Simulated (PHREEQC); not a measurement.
## Copper plating or etch bath: speciation

Solution (25 °C and 50 atm): 0.011 mol/kgw Cu(NO3)2, 0.005 mol/kgw HNO3 and 0.0025 mol/kgw FeCl3. Closed to the air; pH follows from the charge balance.

The numbers come from PHREEQC with the ion-association model, phreeqc.dat.

Each row changes one thing in this solution. No solid was allowed to form.

```
case                                                        pH  ionic strength (mol/kgw)  Fe+3 (mol/kgw)  FeOH+2 (mol/kgw)  FeCl+2 (mol/kgw)  Fe2(OH)2+4 (mol/kgw)  SI of Goethite (FeOOH)  SI of Hematite (Fe2O3)
--------------------------------------------------  ----------  ------------------------  --------------  ----------------  ----------------  --------------------  ----------------------  ----------------------
as made                                                   2.28                    0.0506         0.00128          0.000853          0.000124               9.88e-5                   +4.35                  +10.70
HNO3 left out                                             2.76                    0.0447        0.000600           0.00123           6.00e-5              0.000193                   +5.49                  +12.98
temperature from 25 to 60 °C                        (withheld)                    0.0482        0.000448           0.00158          0.000107              0.000102                   +4.79                  +11.73
FeCl3 from 0.0025 to 0.00025 mol/kgw                      2.35                    0.0392        0.000133          0.000108           1.37e-6            (withheld)              (withheld)                   +9.25
Cu(NO3)2 left out                                         2.26                    0.0176         0.00124        (withheld)          0.000153               6.72e-5                   +4.45                  +10.91
HNO3 replaced by Al(NO3)3 at the same molality            2.77                    0.0750        0.000598           0.00116           5.33e-5              0.000229                   +5.41                  +12.83
diluted 10-fold with water                                3.13                   0.00479         2.43e-5          0.000162           3.86e-7               1.29e-6                   +5.54                  +13.08
HNO3 from 0.005 to 0.01 mol/kgw                           2.04                    0.0561         0.00162          0.000607          0.000152               5.30e-5                   +3.70                   +9.41
Cu(NO3)2 replaced by Ca(NO3)2 at the same molality        2.28                    0.0508         0.00128          0.000852        (withheld)               9.88e-5                   +4.35                  +10.70
```

What belongs in the gaps?


- temperature from 25 to 60 °C, pH: 2.22
- FeCl3 from 0.0025 to 0.00025 mol/kgw, Fe2(OH)2+4 (mol/kgw): 1.38e-6
- FeCl3 from 0.0025 to 0.00025 mol/kgw, SI of Goethite (FeOOH): +3.63
- Cu(NO3)2 left out, FeOH+2 (mol/kgw): 0.000923
- Cu(NO3)2 replaced by Ca(NO3)2 at the same molality, FeCl+2 (mol/kgw): 0.000125

Some of these states are supersaturated (in Hematite (slow to form), Goethite (slow to form), for instance). Under pressure, the constants of complexes without a molar volume in the database are unreliable. Constants without temperature data keep their 25 °C values here.
